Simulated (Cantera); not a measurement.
Mixture: 29.8 % CO, 14.3 % H₂, 1.49 % CH₄, 11.4 % O₂, 43.0 % N₂, at 488 Torr, adiabatic and at constant volume. Ignition delay is the time to a rise of 400 K.

Cantera simulation using GRI-Mech 3.0 (53 species, 325 reactions); the numbers are that mechanism's predictions, not measurements. Where the delays flatten at high temperature, the 400 K rule measures the pace of heat release, not the induction time.

### Question
Predict: delay at 1323 K; delay at 1373 K; delay at 1423 K; delay at 1473 K; delay at 1523 K; delay at 1573 K.

### Answer
| Item | Value |
|---|---|
| delay at 1323 K | 69.6 µs |
| delay at 1373 K | 56.7 µs |
| delay at 1423 K | 47.1 µs |
| delay at 1473 K | 39.9 µs |
| delay at 1523 K | 34.3 µs |
| delay at 1573 K | 30.1 µs |
